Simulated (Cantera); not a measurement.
Feed: 1 mol CO, 0.086 mol CO2, a varied amount of H2, at 2650 K and 20.0 bar.

These are equilibrium values from Cantera (NASA tables, ideal gas, pure condensed phases), not measurements of a reactor. Candidate condensed phases: C, C6H6, C7H8, C8H18, H2O; 110 gas species. Rates play no part.

x: gas mole fraction; nothing condenses.

```csv
n(H2) (mol),x H2,x CO,x H2O,x H,x CO2,x OH,x CH4
1.5,0.544,0.415,0.0296,0.00773,0.00342,___,1.85e-6
2.1,0.627,0.337,0.0248,0.00830,0.00202,___,2.76e-6
3,0.707,0.263,0.0198,0.00881,0.00112,___,3.86e-6
4.2,0.771,0.204,0.0155,0.00920,0.000623,___,4.93e-6
6,0.826,0.152,0.0117,0.00953,0.000327,___,6.00e-6
8.6,0.870,0.111,0.00865,0.00978,0.000168,___,6.95e-6
12,0.901,0.0825,0.00644,0.00995,8.93e-5,___,7.68e-6
17,0.925,0.0597,0.00468,0.0101,4.58e-5,___,8.28e-6
25,0.945,0.0414,0.00326,0.0102,2.16e-5,___,8.79e-6
35,0.957,0.0299,0.00237,0.0103,1.12e-5,___,9.10e-6
50,0.967,0.0211,0.00168,0.0103,5.55e-6,___,9.34e-6
72,0.974,0.0148,0.00118,0.0103,2.70e-6,___,9.50e-6
```

Q: Fill in the missing entries.

A: 
- 1.5, x OH: 0.000102
- 2.1, x OH: 7.99e-5
- 3, x OH: 6.01e-5
- 4.2, x OH: 4.52e-5
- 6, x OH: 3.29e-5
- 8.6, x OH: 2.37e-5
- 12, x OH: 1.73e-5
- 17, x OH: 1.24e-5
- 25, x OH: 8.57e-6
- 35, x OH: 6.17e-6
- 50, x OH: 4.35e-6
- 72, x OH: 3.05e-6
